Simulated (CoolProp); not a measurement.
A single-stage vapour-compression cycle with propane: evaporating at 219.15 K (dew point), condensing at 283.15 K (bubble point), superheat 8 K, subcooling 8 K, compressor efficiency 0.9, no pressure losses. Each further row changes one setting.

Values from CoolProp's reference Helmholtz-energy equation of state, Lemmon 2009.

```tsv
case	cooling COP	pressure ratio	discharge temperature (K)	refrigerating effect (kJ/kg)	volumetric capacity (kJ/m³)
as stated	2.49	11.0	318.0	318	441
evaporating temperature 224.15 K	2.83	[?]	[?]	324	[?]
condensing temperature 278.15 K	[?]	9.49	312.1	330	458
subcooling 13 K	2.59	11.0	318.0	330	458
superheat 18 K	2.49	11.0	[?]	332	440
compressor efficiency 0.8	[?]	11.0	[?]	318	441
```

Task: Complete the blanks.

Result: 
- evaporating temperature 224.15 K, pressure ratio: 8.60
- evaporating temperature 224.15 K, discharge temperature (K): 314.5
- evaporating temperature 224.15 K, volumetric capacity (kJ/m³): 563
- condensing temperature 278.15 K, cooling COP: 2.77
- superheat 18 K, discharge temperature (K): 328.5
- compressor efficiency 0.8, cooling COP: 2.21
- compressor efficiency 0.8, discharge temperature (K): 326.4
